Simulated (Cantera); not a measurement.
Charge: 1 mol C2H2, 1.7 mol H2, held at 775 °C and 720 Pa.

Cantera equilibrium calculation (NASA polynomials, part measured and part estimated; ideal gas, pure solids and liquids). Candidate condensed phases: C, C6H6, C7H8, C8H18; 76 gas species. Rates play no part.

Base state: H2 1.000, CH4 0.000420 (mole fractions); condensed: C(graphite).

Q: What changes in the equilibrium state with this change: 1.1 mol CO2 added?

A: 
| species | before | after |
|---|---|---|
| H2 | 1.000 | 0.551 |
| CO | 0 | 0.448 |
| H2O | 0 | 0.000332 |
| CO2 | 0 | 0.000321 |
| CH4 | 0.000420 | 0.000128 |
| C(graphite), mol | 2.00 | 0.903 |
Further candidate phases: H2O.
